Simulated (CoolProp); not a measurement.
Properties of benzene along the isobar 0.751 MPa (Tc = 562.0 K, pc = 4.906 MPa, ω = 0.211).

Computed with CoolProp (reference Helmholtz-energy equation of state, Thol 2012).

```json
[
 {"T (K)": "333.8", "phase": "liquid", "Z": "0.02529", "speed of sound (m/s)": "1138", "Joule-Thomson coefficient (K/MPa)": "-0.3665", "viscosity (µPa s)": "392", "conductivity (mW/(m K))": "130", "fugacity coefficient": "0.07136"},
 {"T (K)": "355.9", "phase": "liquid", "Z": "0.02444", "speed of sound (m/s)": "1041", "Joule-Thomson coefficient (K/MPa)": "-0.3260", "viscosity (µPa s)": "313", "conductivity (mW/(m K))": "123", "fugacity coefficient": "0.1443"},
 {"T (K)": "378", "phase": "liquid", "Z": "0.02375", "speed of sound (m/s)": "947.0", "Joule-Thomson coefficient (K/MPa)": "-0.2788", "viscosity (µPa s)": "255", "conductivity (mW/(m K))": "116", "fugacity coefficient": "0.2631"},
 {"T (K)": "400.1", "phase": "liquid", "Z": "0.02322", "speed of sound (m/s)": "[?]", "Joule-Thomson coefficient (K/MPa)": "-0.2217", "viscosity (µPa s)": "211", "conductivity (mW/(m K))": "110", "fugacity coefficient": "0.4404"},
 {"T (K)": "422.1", "phase": "liquid", "Z": "0.02286", "speed of sound (m/s)": "765.1", "Joule-Thomson coefficient (K/MPa)": "-0.1490", "viscosity (µPa s)": "176", "conductivity (mW/(m K))": "103", "fugacity coefficient": "0.6854"},
 {"T (K)": "444.2", "phase": "gas", "Z": "0.8716", "speed of sound (m/s)": "199.3", "Joule-Thomson coefficient (K/MPa)": "18.20", "viscosity (µPa s)": "11.0", "conductivity (mW/(m K))": "25.4", "fugacity coefficient": "0.8867"},
 {"T (K)": "466.3", "phase": "gas", "Z": "0.8935", "speed of sound (m/s)": "208.4", "Joule-Thomson coefficient (K/MPa)": "14.88", "viscosity (µPa s)": "11.6", "conductivity (mW/(m K))": "27.6", "fugacity coefficient": "0.9038"},
 {"T (K)": "488.4", "phase": "gas", "Z": "0.9104", "speed of sound (m/s)": "[?]", "Joule-Thomson coefficient (K/MPa)": "12.43", "viscosity (µPa s)": "12.2", "conductivity (mW/(m K))": "29.8", "fugacity coefficient": "0.9175"},
 {"T (K)": "510.5", "phase": "gas", "Z": "0.9237", "speed of sound (m/s)": "224.0", "Joule-Thomson coefficient (K/MPa)": "10.56", "viscosity (µPa s)": "12.8", "conductivity (mW/(m K))": "32.1", "fugacity coefficient": "0.9288"},
 {"T (K)": "532.6", "phase": "gas", "Z": "0.9345", "speed of sound (m/s)": "[?]", "Joule-Thomson coefficient (K/MPa)": "9.102", "viscosity (µPa s)": "13.4", "conductivity (mW/(m K))": "34.4", "fugacity coefficient": "0.9381"}
]
```

### Question
What belongs in the gaps?

### Answer

- 400.1, speed of sound (m/s): 855.5
- 488.4, speed of sound (m/s): 216.5
- 532.6, speed of sound (m/s): 230.9

Viscosity comes from a separate model (Avgeri 2014). Thermal conductivity comes from a separate model (Assael 2012).
